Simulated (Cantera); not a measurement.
Stirred combustor or abatement burner

A perfectly stirred reactor is fed with H2 : O2 : N2 : H2O = 1 : 0.3 : 4.55 : 1.5 (molar parts), equivalence ratio 1.7, at 5.00 bar; it is adiabatic with a 800 K inlet, and is followed from long to short residence time, starting on the burning branch (τ in s: 0.44, 0.19, 0.085, 0.037, 0.016, 0.0071, 0.0031, 0.0014, 0.00059, 0.00026, 0.00011, 4.9e-05, 2.2e-05).

Cantera simulation using the H2/O2 subset of GRI-Mech 3.0, which has no nitrogen chemistry; the numbers are that mechanism's predictions, not measurements. The hydrogen kinetics of GRI-Mech 3.0 are dated; newer H2 mechanisms differ, most at raised pressure.

```
τ (s)    T (K)    x H2      x O2  x H2O       x H      x O      x OH
-------  -----  ------  --------  -----  --------  -------  --------
0.44      1385  0.0568   4.44e-5  0.298   5.68e-5  1.83e-8   5.61e-6
0.19      1385  0.0568   7.01e-5  0.298   8.28e-5  4.12e-8   8.17e-6
0.085     1384  0.0569  0.000108  0.298  0.000119  9.01e-8   1.18e-5
0.037     1383  0.0570  0.000169  0.297  0.000175  2.03e-7   1.72e-5
0.016     1381  0.0571  0.000265  0.297  0.000258  4.60e-7   2.53e-5
0.0071    1378  0.0574  0.000410  0.297  0.000374  1.02e-6   3.66e-5
0.0031    1374  0.0577  0.000647  0.296  0.000541  2.26e-6   5.28e-5
0.0014    1368  0.0584   0.00102  0.295  0.000756  4.82e-6   7.36e-5
0.00059   1356  0.0596   0.00174  0.294   0.00104  1.07e-5  0.000101
0.00026   1335  0.0624   0.00322  0.290   0.00124  2.15e-5  0.000122
0.00011    800   0.136    0.0408  0.204    <1e-12   <1e-12    <1e-12
4.9e-5     800   0.136    0.0408  0.204    <1e-12   <1e-12    <1e-12
2.2e-5     800   0.136    0.0408  0.204    <1e-12   <1e-12    <1e-12
```
x: mole fraction; the columns are a selection and need not sum to one.
